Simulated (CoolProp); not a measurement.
Saturation properties of fluorine (Tc = -128.7 °C, pc = 5.240 MPa, ω = 0.045).

Computed with CoolProp (reference Helmholtz-energy equation of state, de Reuck 1990).

```json
[
 {"T (°C)": "-161.35", "p (MPa)": "1.000", "vapour density (kg/m³)": "48.65", "liquid cp (kJ/(kg K))": "1.702", "surface tension (mN/m)": "6.50"},
 {"T (°C)": "-158.85", "p (MPa)": "1.170", "vapour density (kg/m³)": "56.89", "liquid cp (kJ/(kg K))": "1.740", "surface tension (mN/m)": "[?]"},
 {"T (°C)": "-156.25", "p (MPa)": "1.368", "vapour density (kg/m³)": "[?]", "liquid cp (kJ/(kg K))": "1.787", "surface tension (mN/m)": "5.28"},
 {"T (°C)": "-153.75", "p (MPa)": "1.580", "vapour density (kg/m³)": "77.38", "liquid cp (kJ/(kg K))": "1.842", "surface tension (mN/m)": "4.70"},
 {"T (°C)": "-151.15", "p (MPa)": "[?]", "vapour density (kg/m³)": "90.14", "liquid cp (kJ/(kg K))": "1.914", "surface tension (mN/m)": "4.11"},
 {"T (°C)": "-148.65", "p (MPa)": "2.084", "vapour density (kg/m³)": "104.3", "liquid cp (kJ/(kg K))": "2.001", "surface tension (mN/m)": "3.56"},
 {"T (°C)": "-146.15", "p (MPa)": "2.369", "vapour density (kg/m³)": "120.5", "liquid cp (kJ/(kg K))": "2.115", "surface tension (mN/m)": "3.02"},
 {"T (°C)": "-143.55", "p (MPa)": "2.695", "vapour density (kg/m³)": "140.4", "liquid cp (kJ/(kg K))": "2.275", "surface tension (mN/m)": "2.48"},
 {"T (°C)": "-141.05", "p (MPa)": "3.037", "vapour density (kg/m³)": "[?]", "liquid cp (kJ/(kg K))": "2.494", "surface tension (mN/m)": "1.98"},
 {"T (°C)": "-138.45", "p (MPa)": "3.427", "vapour density (kg/m³)": "191.5", "liquid cp (kJ/(kg K))": "2.841", "surface tension (mN/m)": "1.49"},
 {"T (°C)": "-135.95", "p (MPa)": "3.835", "vapour density (kg/m³)": "225.8", "liquid cp (kJ/(kg K))": "3.408", "surface tension (mN/m)": "1.03"}
]
```

### Question
Some entries are withheld; supply them.

### Answer

- -158.85, surface tension (mN/m): 5.89
- -156.25, vapour density (kg/m³): 66.66
- -151.15, p (MPa): 1.824
- -141.05, vapour density (kg/m³): 163.0

It boils at -188.1 °C under 1 atm.

Surface tension comes from a separate correlation (Mulero 2012).
